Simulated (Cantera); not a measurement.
A closed system holds: 1 mol FeS₂, 0.82 mol SO₂, 7.2 mol O₂, at 1825 K and 75.0 Torr.

Equilibrium computed with Cantera from the NASA thermochemical tables; the gas is ideal and each condensed phase is pure. Candidate condensed phases: Fe, FeO, FeS, FeSO₄, FeS₂, Fe₂O₃, Fe₂(SO₄)₃, Fe₃O₄, S; 12 gas species. Rates play no part.

Base state: O₂ 0.616, SO₂ 0.383, SO₃ 0.000916, O 0.000381, SO 4.02e-5 (mole fractions); condensed: Fe₃O₄(s).

Question: What changes in the equilibrium state with this change: temperature from 1825 K to 1350 K?

Answer: 
```csv
species,before,after
O₂,0.616,0.611
SO₂,0.383,0.381
SO₃,0.000916,0.00827
SO,4.02e-5,3.68e-8
O,0.000381,1.04e-6
"Fe₃O₄(s), mol",0.333,0
"Fe₂O₃(s), mol",0,0.500
```
